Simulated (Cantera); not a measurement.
Charge: 1 mol Ti, 0.17 mol H2O, 1.4 mol CO, equilibrated at 0.740 bar.

These are equilibrium values from Cantera (NASA tables, ideal gas, pure condensed phases), not measurements of a reactor. Candidate condensed phases: C, C6H6, C7H8, C8H18, H2O, Ti, TiC, TiO, TiO2, Ti2O3, Ti3O5, Ti4O7; 113 gas species. Mutual solubility and eutectic melting of coexisting phases are not modelled. TiC: taken at fixed stoichiometry. Equilibrium is a limit: real reactors are often held back by kinetics, nucleation or transport.

**Question.** Which condensed phases are stable at each of these points (T (°C)): 952, 1052, 1152, 1252, 1352, 1452, 1552?

**Answer.** 
```csv
T (°C),condensed phases,Ti condensed (%)
952,C(graphite) + TiC(s) + Ti3O5(s),100.0
1052,C(graphite) + TiC(s) + Ti3O5(s),100.0
1152,C(graphite) + TiC(s) + Ti3O5(s),100.0
1252,C(graphite) + TiC(s) + Ti3O5(s),100.0
1352,TiC(s) + Ti3O5(s),100.0
1452,TiC(s) + Ti2O3(s),100.0
1552,TiC(s) + Ti2O3(s),100.0
```

From 952 °C to 1252 °C the condensed part is C(graphite) + TiC(s) + Ti3O5(s). At 1352 °C the condensed part is TiC(s) + Ti3O5(s). From 1452 °C to 1552 °C the condensed part is TiC(s) + Ti2O3(s).
